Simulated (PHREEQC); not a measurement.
A solution holds 0.11 mol/kgw CuCl2 and 0.00055 mol/kgw FeCl3, at 25 °C. Closed to the air; pH follows from the charge balance.

Model: ion-association model, wateq4f.dat, run in PHREEQC.

```csv
quantity,before,after
pH,3.40,5.00
ionic strength (mol/kgw),0.300,0.299
Cl- (mol/kgw),0.205,0.205
```

**Question.** Name the change that produced these shifts.
A. CuCl2 from 0.11 to 0.121 mol/kgw
B. diluted 100-fold with water
C. 0.0032 mol/kgw NaOH added
D. CuCl2 replaced by NaCl at the same molality
E. FeCl3 replaced by MgCl2 at the same molality

**Answer.** C, 0.0032 mol/kgw NaOH added

No solid was allowed to form. Some of these states are supersaturated (in Hematite (slow to form), Goethite (slow to form), Atacamite, for instance).
